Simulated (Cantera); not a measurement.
Input (Python, Cantera) and output of one run.

```python
import numpy as np
import cantera as ct

gas_names = """
    H HNO HNO2 HNO3 HO2 H2 H2O H2O2 N NH NH2 NH3 NH2OH NO NO2 NO3 N2 N2H2 N2H4 N2O O OH O2 O3 Pb PbO Pb2
""".split()
cond_names = """
    H2O(s) H2O(L) Pb(cr) Pb(L) PbO(rd) PbO(yw) PbO(L) PbO2(s) Pb3O4(s)
""".split()


# ... load() reads the species with a 1 bar reference pressure and builds the phases ...
atoms = {
    'PbO': {'Pb': 1, 'O': 1},
    'H2': {'H': 2},
    'N2': {'N': 2},
}
top_T = {'Pb3O4(s)': 820}  # K; cautious upper limits of use, not melting points


# ... equilibrate(T, P, feed) seeds the gas with the atoms and calls Mixture.equilibrate('TP', solver="vcs", rtol=1e-11, max_steps=5000) ...
results = []
T = 1725  # K
P = 10000  # Pa
for m in [330, 410, 500, 620, 760, 940, 1200, 1400, 1800, 2200, 2700]:
    feed = {'PbO': 1, 'H2': m, 'N2': 50}  # mol
    mix = equilibrate(T, P, feed)
    results.append((T, P, feed, dict(zip(mix.species_names, mix.species_moles))))
    x = sorted(zip(gas.X, gas.species_names), reverse=True)
    print(f"T = {T:g} K  P = {P:g} Pa  n(H2) = {m:g} mol  gas = {mix.phase_moles(0):.4g} mol")
    print("   x: " + "  ".join(f"{s} {v:.3e}" for v, s in x if v > 1e-06))
    print("   condensed (mol): " + ("  ".join(f"{mix.phase(i).name} {mix.phase_moles(i):.4g}"
          for i in range(1, mix.n_phases) if mix.phase_moles(i) > 1e-12) or "none"))
```

Result:

```
T = 1725 K  P = 10000 Pa  n(H2) = 330 mol  gas = 381.1 mol
   x: H2 8.630e-01  N2 1.312e-01  Pb 2.624e-03  H2O 2.624e-03  H 5.456e-04
   condensed (mol): none
T = 1725 K  P = 10000 Pa  n(H2) = 410 mol  gas = 461.1 mol
   x: H2 8.867e-01  N2 1.084e-01  Pb 2.169e-03  H2O 2.169e-03  H 5.530e-04
   condensed (mol): none
T = 1725 K  P = 10000 Pa  n(H2) = 500 mol  gas = 551.2 mol
   x: H2 9.051e-01  N2 9.072e-02  Pb 1.814e-03  H2O 1.814e-03  H 5.587e-04
   condensed (mol): none
T = 1725 K  P = 10000 Pa  n(H2) = 620 mol  gas = 671.2 mol
   x: H2 9.220e-01  N2 7.449e-02  Pb 1.490e-03  H2O 1.490e-03  H 5.639e-04
   condensed (mol): none
T = 1725 K  P = 10000 Pa  n(H2) = 760 mol  gas = 811.2 mol
   x: H2 9.353e-01  N2 6.163e-02  Pb 1.233e-03  H2O 1.233e-03  H 5.680e-04
   condensed (mol): none
T = 1725 K  P = 10000 Pa  n(H2) = 940 mol  gas = 991.3 mol
   x: H2 9.470e-01  N2 5.044e-02  Pb 1.009e-03  H2O 1.009e-03  H 5.715e-04
   condensed (mol): none
T = 1725 K  P = 10000 Pa  n(H2) = 1200 mol  gas = 1251 mol
   x: H2 9.579e-01  N2 3.996e-02  Pb 7.991e-04  H2O 7.991e-04  H 5.748e-04
   condensed (mol): none
T = 1725 K  P = 10000 Pa  n(H2) = 1400 mol  gas = 1451 mol
   x: H2 9.636e-01  N2 3.445e-02  Pb 6.890e-04  H2O 6.890e-04  H 5.765e-04
   condensed (mol): none
T = 1725 K  P = 10000 Pa  n(H2) = 1800 mol  gas = 1852 mol
   x: H2 9.713e-01  N2 2.700e-02  H 5.788e-04  Pb 5.401e-04  H2O 5.401e-04
   condensed (mol): none
T = 1725 K  P = 10000 Pa  n(H2) = 2200 mol  gas = 2252 mol
   x: H2 9.763e-01  N2 2.221e-02  H 5.803e-04  Pb 4.441e-04  H2O 4.441e-04
   condensed (mol): none
T = 1725 K  P = 10000 Pa  n(H2) = 2700 mol  gas = 2752 mol
   x: H2 9.805e-01  N2 1.817e-02  H 5.816e-04  Pb 3.634e-04  H2O 3.634e-04
   condensed (mol): none
```

Cantera equilibrium calculation (NASA polynomials, part measured and part estimated; ideal gas, pure solids and liquids).
